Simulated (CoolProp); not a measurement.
Properties of C3F8 (R218) along the isotherm -79.05 °C.

The numbers come from the reference Helmholtz-energy equation of state, Lemmon 2006 in CoolProp. It is a short technical equation, of lower accuracy than the large ones.

| p (kPa) | phase | Z | cv (kJ/(kg K)) | Joule-Thomson coefficient (K/MPa) | expansivity (1/kK) | conductivity (mW/(m K)) | Prandtl number |
|---|---|---|---|---|---|---|---|
| 660 | liquid | 0.04346 | 0.6095 | -0.3906 | 1.985 | 73.1 | 11.9 |
| 1320 | liquid | 0.08683 | 0.6096 | -0.3922 | 1.971 | 73.3 | 12.0 |
| 1980 | liquid | 0.1301 | 0.6098 | -0.3939 | 1.957 | 73.5 | 12.1 |
| 2640 | liquid | 0.1733 | 0.6099 | -0.3954 | 1.944 | 73.8 | 12.2 |
| 3300 | liquid | 0.2164 | 0.6100 | -0.3970 | 1.930 | 74.0 | 12.3 |
| 3960 | liquid | 0.2595 | 0.6102 | -0.3984 | 1.918 | 74.2 | 12.4 |
| 4620 | liquid | 0.3024 | 0.6103 | -0.3999 | 1.905 | 74.4 | 12.5 |
| 5280 | liquid | 0.3453 | 0.6105 | -0.4013 | 1.893 | 74.6 | 12.6 |
| 5940 | liquid | 0.3881 | 0.6106 | -0.4027 | 1.881 | 74.8 | 12.7 |
| 6600 | liquid | 0.4309 | 0.6108 | -0.4040 | 1.869 | 75.0 | 12.8 |

Viscosity comes from a separate model (Huber 2003), an estimate that may be off by 10 % or more. Thermal conductivity comes from a separate model (Huber 2003), an estimate that may be off by 10 % or more.
